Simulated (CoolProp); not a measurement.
Vapour-liquid equilibrium of R1234yf (1) + R134a (2) at -42.95 °C; x and y are mole fractions of (1).

Values from CoolProp's multi-fluid Helmholtz-energy mixture model, Lemmon 2022 and Tillner-Roth 1994; pair parameters Bell 2022.

Q: Give the bubble pressure and the first vapour's composition at x = 0.35, 0.5, 0.65. Is there an azeotrope?

A: x = 0.35: 0.05103 MPa, y = 0.418; x = 0.5: 0.05271 MPa, y = 0.549; x = 0.65: 0.05375 MPa, y = 0.674. y crosses x between x = 0.8 and 0.875: the model has an azeotrope there.

Pair parameters are fitted to limited data, so mixtures are less certain than the pure fluids.
